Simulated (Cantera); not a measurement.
Mixture: CH₄ : C₂H₆ : O₂ : N₂ = 1 : 0.075 : 3.65 : 23 (molar parts), equivalence ratio 0.62, at 1.00 bar, adiabatic and at constant pressure. Ignition delay is the time to a rise of 400 K.

Computed with Cantera and GRI-Mech 3.0 (53 species, 325 reactions).

Task: Predict: delay at 1175 K; delay at 1275 K; delay at 1375 K; delay at 1475 K; delay at 1575 K; apparent activation energy between 1525 and 1625 K.

Result: 
| Quantity | Result |
|---|---|
| delay at 1175 K | 13.6 ms |
| delay at 1275 K | 4.28 ms |
| delay at 1375 K | 1.42 ms |
| delay at 1475 K | 0.517 ms |
| delay at 1575 K | 0.218 ms |
| apparent activation energy between 1525 and 1625 K | 160 kJ/mol |
